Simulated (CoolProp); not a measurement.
n-nonane at several states: fugacity coefficient from the reference equation and from simpler models built on Tc = 594.5 K, pc = 2282 kPa, ω = 0.443; each cubic takes its own stable root.

Computed with CoolProp (reference Helmholtz-energy equation of state, Lemmon 2006). It is a short technical equation, of lower accuracy than the large ones.

```csv
T (K),p (kPa),phase,reference,van der Waals,Redlich-Kwong,Soave-Redlich-Kwong,Peng-Robinson
277.9,1220,liquid,0.0001299,0.03719,0.001765,0.0001304,0.0001503
583.7,392,gas,0.9361,0.9469,0.9389,0.9380,0.9318
469.5,9600,liquid,0.04651,0.1632,0.08591,___,___
351.7,32.2,liquid,0.2812,0.9860,0.9797,___,___
480.4,639,liquid,0.5123,0.8623,0.7917,___,___
```

Question: What belongs in the gaps?

Answer: 
- 469.5, Soave-Redlich-Kwong: 0.05201
- 469.5, Peng-Robinson: 0.04778
- 351.7, Soave-Redlich-Kwong: 0.2772
- 351.7, Peng-Robinson: 0.2898
- 480.4, Soave-Redlich-Kwong: 0.5278
- 480.4, Peng-Robinson: 0.5178

At some of these states van der Waals, Redlich-Kwong gives the other phase, because its saturation line lies elsewhere.
